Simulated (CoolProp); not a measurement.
The fluid at 298.15 K and 24.5 MPa flows at 5.3 m/s in a round tube of 6 mm bore and 45 µm roughness, fully developed (64/Re and Nu = 3.66 if laminar; Colebrook and Gnielinski if turbulent). The same conditions are run with several fluids, on thermodynamics alone (safety and materials aside).

Computed with CoolProp (reference Helmholtz-energy equation of state of each fluid (ethane: Bücker 2006; R13: Platzer 1990; methanol: de Reuck 1993; R125: Lemmon 2005; n-nonane: Lemmon 2006)). The equations of Platzer and Polt are older, rougher fits.

Q: Rank ethane, R13, methanol, R125, n-nonane by Reynolds number, highest first.

A: R13 (297000), ethane (190000), R125 (186000), methanol (41300), n-nonane (27700)

```json
[
 {"fluid": "ethane", "Darcy friction factor": "0.0349", "pressure drop (Pa/m)": "35500", "heat-transfer coefficient (W/(m² K))": "19300", "mass flow (kg/h)": "235"},
 {"fluid": "R13", "Darcy friction factor": "0.0347", "pressure drop (Pa/m)": "101000", "heat-transfer coefficient (W/(m² K))": "18100", "mass flow (kg/h)": "670"},
 {"fluid": "methanol", "Darcy friction factor": "0.0362", "pressure drop (Pa/m)": "68400", "heat-transfer coefficient (W/(m² K))": "14000", "mass flow (kg/h)": "436"},
 {"fluid": "R125", "Darcy friction factor": "0.0349", "pressure drop (Pa/m)": "111000", "heat-transfer coefficient (W/(m² K))": "17400", "mass flow (kg/h)": "735"},
 {"fluid": "n-nonane", "Darcy friction factor": "0.0369", "pressure drop (Pa/m)": "63300", "heat-transfer coefficient (W/(m² K))": "7510", "mass flow (kg/h)": "395"}
]
```

Transport values come from each fluid's own correlations; those of R13 are estimates that may be off by 10 % or more.
